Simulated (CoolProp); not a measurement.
The numbers come from the reference Helmholtz-energy equation of state, Fiedler 2023 in CoolProp.

Q: Give the vapour pressure (bar), liquid density (kg/m³), vapour density (kg/m³), enthalpy of vaporisation (kJ/kg) of saturated tetrahydrofuran at 232.95 °C.

A: 
```
T (°C)  p (bar)  liquid density (kg/m³)  vapour density (kg/m³)  enthalpy of vaporisation (kJ/kg)
------  -------  ----------------------  ----------------------  --------------------------------
232.95     33.1                     573                    92.0                               216
```
